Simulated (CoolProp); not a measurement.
Values from CoolProp's reference Helmholtz-energy equation of state, Thol 2015.

Q: For octamethylcyclotetrasiloxane (D4), give the phase and the Z, speed of sound (m/s) at 248.95 °C and 0.101 MPa; 266.75 °C and 0.101 MPa; 293.45 °C and 0.101 MPa.

A: 
- 248.95 °C and 0.101 MPa: gas; Z 0.958, speed of sound 117
- 266.75 °C and 0.101 MPa: gas; Z 0.963, speed of sound 119
- 293.45 °C and 0.101 MPa: gas; Z 0.969, speed of sound 123
